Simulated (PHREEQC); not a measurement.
Consider water at 25 °C with 0.28 mol/kgw KOH and 1e-05 mol/kgw H4SiO4. Closed to the air; pH follows from the charge balance.

The numbers come from PHREEQC with the Pitzer model, pitzer.dat.

```tsv
quantity	before	after
pH	13.33	12.38
H3SiO4- (mol/kgw)	1.33e-6	7.77e-6
H4SiO4 (mol/kgw)	2.69e-10	1.86e-8
SI of SiO2(a) (SiO2)	-6.89	-5.07
```

Which change was made?
A) KOH left out
B) temperature from 25 to 45 °C
C) KOH from 0.28 to 0.028 mol/kgw
D) H4SiO4 from 1e-05 to 5e-05 mol/kgw
E) temperature from 25 to 30 °C

C, KOH from 0.28 to 0.028 mol/kgw

This is a speciation only: nothing precipitates in the calculation.
